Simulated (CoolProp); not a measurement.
Vapour-liquid equilibrium of dimethyl ether (1) + methanol (2) at 310 kPa; x and y are mole fractions of (1).

Model: multi-fluid Helmholtz-energy mixture model, Wu 2011 and de Reuck 1993; pair parameters Bell 2016, in CoolProp.

Question: Give the bubble temperature and the first vapour's composition at x = 0.15, 0.65, 0.85. Is there an azeotrope?

Answer: x = 0.15: 318.9 K, y = 0.860; x = 0.65: 286.4 K, y = 0.980; x = 0.85: 281.6 K, y = 0.990. No azeotrope shows between x = 0.05 and 0.95.

Pair parameters are fitted to limited data, so mixtures are less certain than the pure fluids. With so large a gap from Raoult's law the liquid may split in two, which this calculation doesn't test in full.
